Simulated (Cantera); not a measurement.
An isothermal, constant-pressure homogeneous reactor starts with 12.3 % H2, 87.7 % O2, equivalence ratio 0.070, at 1223 K and 160 Pa.

Computed with Cantera and GRI-Mech 3.0 (53 species, 325 reactions). Radical loss at walls, strong at low pressure, is not modelled. The temperature is held fixed by assumption; the heat of reaction is taken as removed at once.

x: mole fraction; the columns are a selection and need not sum to one.

```json
[
 {"t (s)": "2.00e-5", "x H2": "0.123", "x O2": "0.877", "x O": "9.94e-12", "x OH": "9.79e-12", "x H": "3.54e-10", "x H2O": "<1e-12"},
 {"t (s)": "7.23e-5", "x H2": "0.123", "x O2": "0.877", "x O": "1.22e-10", "x OH": "1.16e-10", "x H": "1.21e-9", "x H2O": "1.36e-11"},
 {"t (s)": "0.000262", "x H2": "0.123", "x O2": "0.877", "x O": "1.34e-9", "x OH": "1.14e-9", "x H": "3.93e-9", "x H2O": "5.09e-10"},
 {"t (s)": "0.000946", "x H2": "0.123", "x O2": "0.877", "x O": "1.51e-8", "x OH": "1.05e-8", "x H": "1.86e-8", "x H2O": "1.65e-8"},
 {"t (s)": "0.00342", "x H2": "0.123", "x O2": "0.877", "x O": "[?]", "x OH": "[?]", "x H": "[?]", "x H2O": "[?]"},
 {"t (s)": "0.0124", "x H2": "0.0226", "x O2": "0.813", "x O": "0.0404", "x OH": "0.0115", "x H": "0.0359", "x H2O": "0.0765"},
 {"t (s)": "0.0447", "x H2": "0.00394", "x O2": "0.794", "x O": "0.0625", "x OH": "0.00745", "x H": "0.0327", "x H2O": "0.0990"},
 {"t (s)": "0.162", "x H2": "0.00369", "x O2": "0.801", "x O": "0.0572", "x OH": "0.00724", "x H": "0.0289", "x H2O": "0.102"},
 {"t (s)": "0.585", "x H2": "[?]", "x O2": "0.820", "x O": "[?]", "x OH": "[?]", "x H": "[?]", "x H2O": "[?]"},
 {"t (s)": "2.11", "x H2": "0.00110", "x O2": "0.852", "x O": "0.0149", "x OH": "0.00407", "x H": "0.00398", "x H2O": "0.124"},
 {"t (s)": "7.65", "x H2": "0.000133", "x O2": "0.867", "x O": "0.00176", "x OH": "0.00143", "x H": "0.000161", "x H2O": "0.130"},
 {"t (s)": "27.7", "x H2": "1.19e-5", "x O2": "0.869", "x O": "0.000157", "x OH": "0.000429", "x H": "4.33e-6", "x H2O": "0.131"},
 {"t (s)": "100", "x H2": "1.55e-6", "x O2": "0.869", "x O": "2.04e-5", "x OH": "0.000154", "x H": "2.02e-7", "x H2O": "0.131"}
]
```

Task: What belongs in the gaps?

Result: 
- 0.00342, x O: 9.47e-7
- 0.00342, x OH: 6.10e-7
- 0.00342, x H: 9.34e-7
- 0.00342, x H2O: 1.82e-6
- 0.585, x H2: 0.00285
- 0.585, x O: 0.0417
- 0.585, x OH: 0.00643
- 0.585, x H: 0.0183
- 0.585, x H2O: 0.111
